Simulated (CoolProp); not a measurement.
Computed with CoolProp (reference Helmholtz-energy equation of state, Lemmon 2006). It is a short technical equation, of lower accuracy than the large ones.

Task: For neopentane, give the phase and the cp (kJ/(kg K)), expansivity (1/kK), fugacity coefficient at 224.15 °C and 3420 kPa.

Result: 
- 224.15 °C and 3420 kPa: supercritical; cp 2.96, expansivity 5.42, fugacity coefficient 0.781
